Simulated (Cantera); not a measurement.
**Adiabatic ignition**

An adiabatic, constant-volume homogeneous reactor starts with 18.8 % H2, 16.5 % O2, 61.9 % N2, 2.82 % H2O, at 1250 K and 12.0 bar.

Detailed kinetics in Cantera: the H2/O2 subset of GRI-Mech 3.0, which has no nitrogen chemistry. The hydrogen kinetics of GRI-Mech 3.0 are dated; newer H2 mechanisms differ, most at raised pressure. The pressure lies above the range GRI-Mech 3.0 was tuned for (to about 10 atm).

| t (s) | T (K) | P (bar) | x H2 | x O2 | x O | x HO2 | x OH |
|---|---|---|---|---|---|---|---|
| 7.00e-6 | 1250 | 12.0 | 0.188 | 0.165 | 1.33e-8 | 2.65e-6 | 8.02e-9 |
| 1.65e-5 | 1250 | 12.0 | 0.188 | 0.165 | 5.03e-8 | 1.24e-5 | 3.29e-8 |
| 3.91e-5 | 1255 | 12.0 | 0.187 | 0.164 | 2.24e-6 | 0.000219 | 2.02e-6 |
| 9.23e-5 | 2740 | 24.0 | 0.00293 | 0.0742 | 0.00239 | 3.85e-5 | 0.0150 |
| 0.000218 | 2740 | 24.0 | 0.00293 | 0.0742 | 0.00239 | 3.85e-5 | 0.0150 |
| 0.000515 | 2740 | 24.0 | 0.00293 | 0.0742 | 0.00239 | 3.85e-5 | 0.0150 |
| 0.00122 | 2740 | 24.0 | 0.00293 | 0.0742 | 0.00239 | 3.85e-5 | 0.0150 |
| 0.00288 | 2740 | 24.0 | 0.00293 | 0.0742 | 0.00239 | 3.85e-5 | 0.0150 |
| 0.00679 | 2740 | 24.0 | 0.00293 | 0.0742 | 0.00239 | 3.85e-5 | 0.0150 |
| 0.0160 | 2740 | 24.0 | 0.00293 | 0.0742 | 0.00239 | 3.85e-5 | 0.0150 |
| 0.0379 | 2740 | 24.0 | 0.00293 | 0.0742 | 0.00239 | 3.85e-5 | 0.0150 |
| 0.0896 | 2740 | 24.0 | 0.00293 | 0.0742 | 0.00239 | 3.85e-5 | 0.0150 |
| 0.212 | 2740 | 24.0 | 0.00293 | 0.0742 | 0.00239 | 3.85e-5 | 0.0150 |
| 0.500 | 2740 | 24.0 | 0.00293 | 0.0742 | 0.00239 | 3.85e-5 | 0.0150 |
x: mole fraction; the columns are a selection and need not sum to one.

```json
{
  "time_of_steepest_temperature_rise": "48.1 µs",
  "temperature at 0.500 s": "2740 K",
  "equilibrium_temperature": "2740 K",
  "x(H2) at 0.500 s": "0.00293 (gas-phase equilibrium 0.00293)",
  "x(O2) at 0.500 s": "0.0742 (gas-phase equilibrium 0.0742)",
  "x(O) at 0.500 s": "0.00239 (gas-phase equilibrium 0.00239)"
}
```
